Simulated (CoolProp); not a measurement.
Vapour-liquid equilibrium of propane (1) + dimethyl ether (2) at 221.9 K; x and y are mole fractions of (1).

Model: multi-fluid Helmholtz-energy mixture model, Lemmon 2009 and Wu 2011; pair parameters Bell 2016, in CoolProp.

```tsv
x	bubble pressure, mixture model (kPa)	bubble pressure, Raoult's law (kPa)	y, mixture model	y, Raoult's law
0.05	32.93	29.21	0.210	0.114
0.125	39.79	32.15	0.389	0.258
0.2	45.13	35.10	0.496	0.379
0.275	49.33	38.04	0.569	0.480
0.35	52.71	40.98	0.623	0.568
0.425	55.48	43.92	0.668	0.643
0.5	57.81	46.86	0.706	0.709
0.575	59.80	49.80	0.741	0.767
0.65	61.55	52.74	0.776	0.819
0.725	63.08	55.68	0.813	0.865
0.8	64.40	58.62	0.853	0.907
0.875	65.48	61.56	0.900	0.945
0.95	66.22	64.50	0.955	0.979
```

The largest gap from Raoult's law is +29.7 % in bubble pressure, at x = 0.275. No azeotrope shows between x = 0.05 and 0.95.

Pair parameters are fitted to limited data, so mixtures are less certain than the pure fluids.
